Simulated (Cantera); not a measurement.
Feed: 1 mol AlCl₃, 1.3 mol N₂O, 1.2 mol N₂, equilibrated at 1575 K and 0.133 bar.

Cantera equilibrium calculation (NASA polynomials, part measured and part estimated; ideal gas, pure solids and liquids). Candidate condensed phases: Al, AlCl₃, AlN, Al₂O₃; 24 gas species. Rates play no part.

Base state: N₂ 0.595, Cl₂ 0.243, Cl 0.128, AlCl₃ 0.0333, O₂ 0.00112, NO 0.000110, ClO 3.51e-5 (mole fractions); condensed: Al₂O₃(s).

Task: What changes in the equilibrium state with this change: temperature from 1575 K to 1373 K?

Result: 
| species | before | after |
|---|---|---|
| N₂ | 0.595 | 0.624 |
| Cl₂ | 0.243 | 0.307 |
| Cl | 0.128 | 0.0349 |
| AlCl₃ | 0.0333 | 0.0334 |
| O₂ | 0.00112 | 4.70e-5 |
| ClO | 3.51e-5 | 2.56e-6 |
| NO | 0.000110 | 8.27e-6 |
| Al₂O₃(s), mol | 0.430 | 0.433 |
